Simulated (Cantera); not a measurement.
Cantera with NASA thermochemical tables; ideal gases at 1 bar, condensed phases pure. Values are per mole of reaction as written; species without (g) are pure solids or liquids, kept so even where they would boil at 1 bar.

Fe2Cl6(g) → 2 FeCl2 + 2 Cl(g)

```
T (K)  ΔH° (kJ)  ΔS° (J/K)  ΔG° (kJ)  log10 K  condensed phases
-----  --------  ---------  --------  -------  ----------------
475       217.8       41.2     198.3   -21.80          FeCl2(s)
575       220.8       46.9     193.9   -17.61          FeCl2(s)
675       224.1       52.1     188.9   -14.62          FeCl2(s)
775       227.4       56.8     183.5   -12.36          FeCl2(s)
875       230.9       61.0     177.6   -10.60          FeCl2(s)
975       321.3      156.2     169.0    -9.05          FeCl2(l)
1075          ?          ?         ?        ?          FeCl2(l)
1175          ?          ?         ?        ?          FeCl2(l)
1275      341.2      174.0     119.3    -4.89          FeCl2(l)
```

Q: Complete the blanks.

A: 
- 1075, ΔH° (kJ): 328.0
- 1075, ΔS° (J/K): 162.7
- 1075, ΔG° (kJ): 153.0
- 1075, log10 K: -7.44
- 1175, ΔH° (kJ): 334.6
- 1175, ΔS° (J/K): 168.6
- 1175, ΔG° (kJ): 136.5
- 1175, log10 K: -6.07
